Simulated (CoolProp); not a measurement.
Vapour-liquid equilibrium of R152A (1) + isobutane (2) at 544 kPa; x and y are mole fractions of (1).

Model: multi-fluid Helmholtz-energy mixture model, Outcalt 1996 and Bücker 2006; pair parameters Bell 2016, in CoolProp.

**Question.** Give the bubble temperature and the first vapour's composition at x = 0.2, 0.8, 0.95. Is there an azeotrope?

**Answer.** x = 0.2: 25.9 °C, y = 0.422; x = 0.8: 18.3 °C, y = 0.768; x = 0.95: 20.3 °C, y = 0.914. y crosses x between x = 0.65 and 0.8: the model has an azeotrope there.

The pair parameters rest on a limited set of measurements; away from them the model extrapolates.
